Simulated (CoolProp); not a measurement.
C2F6 (R116) at 298.15 K and 9.41 MPa is compressed adiabatically to 48.4 MPa with isentropic efficiency 0.7. Each further row changes one setting.

Model: reference Helmholtz-energy equation of state, Lemmon 2006, in CoolProp. It is a short technical equation, of lower accuracy than the large ones.

| case | work (kJ/kg) | final temperature (K) | final density (kg/m³) |
|---|---|---|---|
| as stated | 42.9 | 335.3 | 1370 |
| efficiency 1 | 30.0 | 323.0 | 1400 |
| efficiency 0.65 | 46.2 | 338.5 | 1370 |
